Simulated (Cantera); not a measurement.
Cantera run:

```python
import numpy as np
import cantera as ct

gas_names = """
    CL CLO CL2 Fe FeCL FeCL2 FeCL3 FeO Fe2CL4 Fe2CL6 N NO NO2 NO3 N2 N2O O O2 O3
""".split()
cond_names = """
    Fe(a) Fe(c) Fe(d) Fe(L) FeCL2(s) FeCL2(L) FeCL3(s) FeCL3(L) FeO(s) FeO(L) Fe2O3(s) Fe3O4(s)
""".split()


# ... load() reads the species with a 1 bar reference pressure and builds the phases ...
atoms = {
    'Fe2O3': {'Fe': 2, 'O': 3},
    'Cl2': {'CL': 2},
    'N2': {'N': 2},
}
top_T = {'Fe2O3(s)': 1830, 'Fe3O4(s)': 1870}  # K; cautious upper limits of use, not melting points


# ... equilibrate(T, P, feed) seeds the gas with the atoms and calls Mixture.equilibrate('TP', solver="vcs", rtol=1e-11, max_steps=5000) ...
results = []
feed = {'Fe2O3': 1, 'Cl2': 0.85, 'N2': 38}  # mol
T = 1550  # K
P = 11  # Pa
mix = equilibrate(T, P, feed)
results.append((T, P, feed, dict(zip(mix.species_names, mix.species_moles))))
x = sorted(zip(gas.X, gas.species_names), reverse=True)
print(f"T = {T:g} K  P = {P:g} Pa  gas = {mix.phase_moles(0):.4g} mol")
print("   x: " + "  ".join(f"{s} {v:.3e}" for v, s in x if v > 1e-05))
print("   condensed (mol): " + ("  ".join(f"{mix.phase(i).name} {mix.phase_moles(i):.4g}"
      for i in range(1, mix.n_phases) if mix.phase_moles(i) > 1e-12) or "none"))
```

Result:

```
T = 1550 K  P = 11 Pa  gas = 39.67 mol
   x: N2 9.577e-01  FeCL2 1.522e-02  O2 1.409e-02  CL 1.240e-02  NO 4.427e-04  O 8.858e-05
   condensed (mol): Fe3O4(s) 0.4653
```

These are equilibrium values from Cantera (NASA tables, ideal gas, pure condensed phases), not measurements of a reactor.
